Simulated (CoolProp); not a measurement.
Vapour-liquid equilibrium of R113 (1) + benzene (2) at 0.392 MPa; x and y are mole fractions of (1).

Computed with CoolProp (multi-fluid Helmholtz-energy mixture model, Marx 1992 and Thol 2012; pair parameters Bell 2016).

Question: Give the bubble temperature and the first vapour's composition at x = 0.2, 0.275, 0.35. Is there an azeotrope?

Answer: x = 0.2: 389.9 K, y = 0.403; x = 0.275: 386.4 K, y = 0.491; x = 0.35: 383.5 K, y = 0.562. No azeotrope shows between x = 0.05 and 0.95.

Pair parameters are fitted to limited data, so mixtures are less certain than the pure fluids.
